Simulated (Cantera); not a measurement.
Charge: 1 mol SiCl4, 51 mol H2, 0.19 mol HCl, held at 8.20 mbar.

These are equilibrium values from Cantera (NASA tables, ideal gas, pure condensed phases), not measurements of a reactor. Candidate condensed phases: Si; 19 gas species. Gases not in the tables: Si2H6 and higher silanes. Kinetics and transport are ignored.

What share of the Si ends up in condensed phases as a function of T (K), at 1525, 1625, 1725, 1825, 1925, 2025, 2125?


| T (K) | Si condensed (%) | as |
|---|---|---|
| 1525 | 40.3 | Si(s) |
| 1625 | 37.9 | Si(s) |
| 1725 | 37.6 | Si(l) |
| 1825 | 39.3 | Si(l) |
| 1925 | 33.1 | Si(l) |
| 2025 | 5.1 | Si(l) |
| 2125 | 0.0 | - |
